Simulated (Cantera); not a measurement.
What does this Cantera script print?

```python
import numpy as np
import cantera as ct

gas_names = """
    H HO2 H2 H2O H2O2 O OH O2 O3 Ti TiO TiO2
""".split()
cond_names = """
    H2O(s) H2O(L) Ti(a) Ti(b) Ti(L) TiO(a) TiO(b) TiO(L) TiO2(ru) TiO2(L) Ti2O3(a) Ti2O3(b) Ti2O3(L)
    Ti3O5(a) Ti3O5(b) Ti3O5(L) Ti4O7(s) Ti4O7(L)
""".split()


def load(file, names, dense=False):
    # The tables refer to 1 bar. Condensed volumes are neglected.
    table = {s.name: s for s in ct.Species.list_from_file(file)}
    out = []
    for n in names:
        d = dict(table[n].input_data)
        d["thermo"] = dict(d["thermo"], **{"reference-pressure": 1e5})
        if dense:
            d["equation-of-state"] = {"model": "constant-volume", "density": "1e6 g/cm^3"}
        out.append(ct.Species.from_dict(d))
    return out


gas = ct.Solution(thermo="ideal-gas", species=load("nasa_gas.yaml", gas_names))
cond = {s.name: ct.Solution(thermo="fixed-stoichiometry", species=[s], name=s.name)
        for s in load("nasa_condensed.yaml", cond_names, dense=True)}
atoms = {
    'Ti': {'Ti': 1},
    'O2': {'O': 2},
    'H2': {'H': 2},
}
top_T = {}  # K; cautious upper limits of use, not melting points


def equilibrate(T, P, feed):
    n = {}
    for name, mol in feed.items():
        for a, k in atoms[name].items():
            n[a] = n.get(a, 0.0) + k * mol
    gas.TPX = T, P, n
    mass = sum(n.values()) * gas.mean_molecular_weight
    gas.equilibrate("TP")
    valid = [c for c in cond.values() if c.min_temp <= T <= top_T.get(c.name, c.max_temp)]
    mix = ct.Mixture([(gas, mass / gas.mean_molecular_weight)] + [(c, 0.0) for c in valid])
    mix.T, mix.P = T, P
    mix.equilibrate("TP", solver="vcs", rtol=1e-11, max_steps=5000)
    return mix


results = []
feed = {'Ti': 1, 'O2': 0.17, 'H2': 4.8}  # mol
T = 1225  # K
P = 830  # Pa
mix = equilibrate(T, P, feed)
results.append((T, P, feed, dict(zip(mix.species_names, mix.species_moles))))
print(gas.report(threshold=1e-05))
for i in range(1, mix.n_phases):
    print(f"{mix.phase(i).name:16s} {mix.phase_moles(i):12.5e} mol")
```

It prints:

```
       temperature   1225 K
          pressure   830 Pa
           density   0.00016428 kg/m^3
  mean mol. weight   2.016 kg/kmol
   phase of matter   gas

                          1 kg             1 kmol
                     ---------------   ---------------
          enthalpy        1.3687e+07        2.7592e+07  J
   internal energy        8.6344e+06        1.7407e+07  J
           entropy        1.0531e+05         2.123e+05  J/K
    Gibbs function       -1.1531e+08       -2.3247e+08  J
 heat capacity c_p             15476             31200  J/K
 heat capacity c_v             11352             22886  J/K

                      mass frac. Y      mole frac. X     chem. pot. / RT
                     ---------------   ---------------   ---------------
                H2                 1                 1           -22.825
     [  +11 minor]        1.7115e-06        3.4209e-06

Ti(b)             6.60000e-01 mol
TiO(a)            3.40000e-01 mol
TiO2(ru)          0.00000e+00 mol
Ti2O3(b)          0.00000e+00 mol
Ti3O5(b)          0.00000e+00 mol
Ti4O7(s)          0.00000e+00 mol
```

These are equilibrium values from Cantera (NASA tables, ideal gas, pure condensed phases), not measurements of a reactor. Mutual solubility and eutectic melting of coexisting phases are not modelled. TiO: taken at fixed stoichiometry. Condensed phases not in the tables: N, O or C dissolved in the metal.
